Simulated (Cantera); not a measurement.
Input: 1 mol CCl4, 0.19 mol HCl, equilibrated at 2898.15 K and 43.0 Pa.

Equilibrium computed with Cantera from the NASA thermochemical tables; the gas is ideal and each condensed phase is pure. Candidate condensed phases: C, C6H6, C7H8, C8H18; 91 gas species. The tables' values for CCl are old estimates; treat these amounts as uncertain. Equilibrium is a limit: real reactors are often held back by kinetics, nucleation or transport.

Base state: Cl 0.871, C3 0.0541, H 0.0378, C 0.0265, C2 0.00879, HCl 0.00158, C5 0.000270, C2H 9.59e-5 (mole fractions); condensed: gas only.

Task: What changes in the equilibrium state with this change: CCl4 replaced by CH3Cl?

Result: 
| species | before | after |
|---|---|---|
| H | 0.0378 | 0.641 |
| Cl | 0.871 | 0.245 |
| C3 | 0.0541 | 0.0543 |
| H2 | 4.70e-5 | 0.0136 |
| C | 0.0265 | 0.0265 |
| C2H2 (acetylene) | 8.08e-7 | 0.000234 |
| C2H | 9.59e-5 | 0.00163 |
| CH | 2.01e-6 | 3.42e-5 |
| HCl | 0.00158 | 0.00757 |
| CCl | 2.23e-5 | 6.30e-6 |
